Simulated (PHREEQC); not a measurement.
A solution holds 0.33 mmol/kgw Cd(NO3)2, at 25 °C. Closed to the air; pH follows from the charge balance.

Model: ion-association model, wateq4f.dat, run in PHREEQC.

| Property | Value |
|---|---|
| pH | 6.74 |
| ionic strength | 0.000989 mol/kgw |

```
species  molality  activity   log γ
-------  --------  --------  ------
NO3-     0.000660  0.000636  -0.016
Cd+2     0.000329  0.000286  -0.062
CdNO3+    4.73e-7   4.57e-7  -0.015
H+        1.90e-7   1.84e-7  -0.015
CdOH+     1.34e-7   1.29e-7  -0.015
OH-       5.63e-8   5.44e-8  -0.015
```

No solid was allowed to form. Complexes and solids missing from the database can't appear.
